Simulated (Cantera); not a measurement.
# Roasting and sulfation: MgO + SO3 + H2O

Feed: 1 mol MgO, a varied amount of SO3, 1.6 mol H2O, equilibrated at 1175 K and 1000 Pa.

These are equilibrium values from Cantera (NASA tables, ideal gas, pure condensed phases), not measurements of a reactor. Candidate condensed phases: H2O, H2SO4, Mg, MgO, Mg(OH)2, MgS, MgSO4, S; 26 gas species. The numbers say what is thermodynamically allowed, not how fast it happens.

From 0.11 mol SO3 to 1.4 mol SO3 the condensed part is MgO(s).

```csv
n(SO3) (mol),x H2O,x SO2,x O2,x SO3,x OH,x H2,x O,x H2SO4,n MgO(s)
0.11,0.907,0.0620,0.0310,0.000345,1.25e-5,3.85e-7,2.57e-8,2.75e-9,1.00
0.15,0.877,0.0817,0.0408,0.000522,1.32e-5,3.24e-7,2.95e-8,4.02e-9,1.00
0.21,0.836,0.109,0.0544,0.000803,1.38e-5,2.68e-7,3.41e-8,5.90e-9,1.00
0.29,0.787,0.141,0.0707,0.00119,1.43e-5,2.21e-7,3.88e-8,8.22e-9,1.00
0.39,0.733,0.177,0.0885,0.00166,1.46e-5,1.84e-7,4.34e-8,1.07e-8,1.00
0.54,0.665,0.222,0.111,0.00234,1.47e-5,1.49e-7,4.86e-8,1.37e-8,1.00
0.73,0.595,0.268,0.134,0.00310,1.46e-5,1.21e-7,5.35e-8,1.62e-8,1.00
1,0.517,0.319,0.160,0.00403,1.42e-5,9.67e-8,5.83e-8,1.83e-8,1.00
1.4,0.434,0.374,0.187,0.00512,1.35e-5,7.49e-8,6.32e-8,1.95e-8,1.00
```
x: gas mole fraction; n: condensed amount in mol.
